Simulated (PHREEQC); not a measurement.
0.014 g of hydrous ferric oxide (600 m²/g; 0.2 weak and 0.005 strong sites per Fe, Dzombak-Morel constants, diffuse double layer) in 1 kg of water with 0.3 mol/kgw of an inert sodium salt and 5.1e-05 mmol/kgw BaCl2, 0.0016 mmol/kgw Na2SO4 and 0.0059 mmol/kgw MgCl2, at 25 °C; the pH is set by adding NaOH or the inert anion's acid. Oxygen is held at 0.21 atm. The system is closed to CO2. No solid was allowed to form.

The series has 13 steps of pH, from 4 to 10.

The numbers come from PHREEQC with the ion-association model, wateq4f.dat.

Q: Near which pH is half of the Ba sorbed, and on which side is more sorbed?

A: Near pH 9.4, with more sorbed at higher pH.

Q: Near which pH is half of the Mg sorbed, and on which side is more sorbed?

A: Near pH 9.2, with more sorbed at higher pH.
